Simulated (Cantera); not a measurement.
# Thermodynamics of halide evaporation, hydrolysis and transport, feed KCl + O₂ + N₂

Feed: 1 mol KCl, 0.5 mol O₂, a varied amount of N₂, at 1.00 bar.

Method: chemical equilibrium by Gibbs-energy minimisation in Cantera with the NASA 1993 tables (ideal gas, pure condensed phases). Candidate condensed phases: K, KCl, KO₂, K₂O, K₂O₂; 17 gas species. Equilibrium is a limit: real reactors are often held back by kinetics, nucleation or transport.

Question: Map the stable condensed phases over T = 1025, 1125, 1225, 1325, 1425, 1525, 1625, 1725, 1825, 1925, 2025 K and n(N₂) in mol = 2.5, 5.8, 13, 30, 70, 160, 370.

Answer: 
```
T in K \ n(N₂) in mol
         2.5 5.8  13  30  70 160 370
   2025    A   A   A   A   A   A   A
   1925    A   A   A   A   A   A   A
   1825    A   A   A   A   A   A   A
   1725    A   A   A   A   A   A   A
   1625    A   A   A   A   A   A   A
   1525    A   A   A   A   A   A   A
   1425    B   B   A   A   A   A   A
   1325    B   B   B   A   A   A   A
   1225    B   B   B   B   A   A   A
   1125    B   B   B   B   B   B   A
   1025    B   B   B   B   B   B   B
```
A: gas only; B: KCl.
